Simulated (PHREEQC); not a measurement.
Dissolve 0.039 mol TMAH and 0.0089 mol NaH2PO4 per kg of water at 30 °C. Closed to the air; pH follows from the charge balance.

All values are PHREEQC results (ion-association model, phreeqc.dat), not measurements.

Question: The ionic strength comes out as 0.0689 mol/kgw. What activity coefficients do Na+, NaHPO4-, PO4-3, OH-, HPO4-2 get?

Answer: Na+ 0.81, NaHPO4- 0.81, PO4-3 0.13, OH- 0.79, HPO4-2 0.42.

Precipitation was switched off in this run. (CH3)4N+ isn't in the database: it is added as a free cation with an ion size of 4 Å.
